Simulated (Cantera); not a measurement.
Standard-state values (1 bar) from the NASA 1993 polynomials, evaluated with Cantera. Values are per mole of reaction as written; species without (g) are pure solids or liquids, kept so even where they would boil at 1 bar.

### Question
Between 300 and 848 K, where is each reaction favourable under standard conditions?
- 3 N(g) + SO3(g) ⇌ 3 NO(g) + S

### Answer
- 3 N(g) + SO3(g) ⇌ 3 NO(g) + S: ΔG° is -733 kJ at 300 K and -707 kJ at 848 K; it stays negative (K > 1). ΔH° is -747 kJ and ΔS° -47 J/K at 848 K.
